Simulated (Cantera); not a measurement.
A freely propagating, adiabatic, planar premixed flame of H₂ : O₂ : N₂ = 1 : 0.25 : 0.94 (molar parts), unburnt at 600 K and 100.0 Torr; mixture-averaged transport, grid criteria slope 0.08 and curve 0.16, no radiation.

Cantera simulation using the H2/O2 subset of GRI-Mech 3.0, which has no nitrogen chemistry; the numbers are that mechanism's predictions, not measurements. Burning velocities carry a grid error of a few per cent, more on coarse grids.

Task: How do the results move with these cheaper or finer settings: unity-Lewis-number transport; multicomponent transport; multicomponent+Soret transport; grid criteria slope 0.5, curve 1; grid criteria slope 0.25, curve 0.5; grid criteria slope 0.03, curve 0.06?

Result: 
```tsv
setting	laminar burning velocity	thermal thickness	peak x(OH)	peak x(H)	grid points
as above	694 cm/s	6.19 mm	0.00570	0.136	133
unity-Lewis-number transport	422 cm/s	5.21 mm	0.00548	0.134	129
multicomponent transport	675 cm/s	6.19 mm	0.00567	0.135	133
multicomponent+Soret transport	656 cm/s	6.12 mm	0.00566	0.134	133
grid criteria slope 0.5, curve 1	865 cm/s	9.67 mm	0.00580	0.135	46
grid criteria slope 0.25, curve 0.5	745 cm/s	7.20 mm	0.00602	0.136	76
grid criteria slope 0.03, curve 0.06	672 cm/s	5.87 mm	0.00554	0.134	313
```
The base run took around 1.4 core-seconds (rough).
Unity Lewis numbers drop preferential diffusion, which matters most where H2 and H carry the flame; Soret adds thermal diffusion.
